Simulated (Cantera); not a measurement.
Input: 1 mol B2O3, 0.055 mol H2O, 160 mol H2, equilibrated at 677 °C and 44.0 Pa.

These are equilibrium values from Cantera (NASA tables, ideal gas, pure condensed phases), not measurements of a reactor. Candidate condensed phases: B, B2O3, B3O3H3, H2O; 23 gas species. The numbers say what is thermodynamically allowed, not how fast it happens.

Base state: H2 1.000, H2O 0.000340 (mole fractions); condensed: B2O3(l).

**Question.** What changes in the equilibrium state with this change: temperature from 677 °C to 2100 °C?

**Answer.** 
```json
[
 {"species": "H2", "before": "1.000", "after": "0.510"},
 {"species": "H", "before": "2.65e-8", "after": "0.476"},
 {"species": "BO", "before": "<1e-9", "after": "0.00815"},
 {"species": "OH", "before": "<1e-9", "after": "0.000591"},
 {"species": "O", "before": "<1e-9", "after": "0.000371"},
 {"species": "BO2", "before": "<1e-9", "after": "6.95e-5"},
 {"species": "B2O3(l), mol", "before": "0.999", "after": "0"}
]
```

**Question.** What changes in the equilibrium state with this change: temperature from 677 °C to 1127 °C?

**Answer.** 
| species | before | after |
|---|---|---|
| H2 | 1.000 | 0.989 |
| HBO2 | 7.63e-6 | 0.00446 |
| HBO | 5.38e-8 | 0.00403 |
| B2O3 | <1e-9 | 0.00178 |
| B2O2 | <1e-9 | 0.000164 |
| BO | <1e-9 | 2.86e-5 |
| H | 2.65e-8 | 0.000231 |
| H2O | 0.000340 | 0.000307 |
| B2O3(l), mol | 0.999 | 0 |
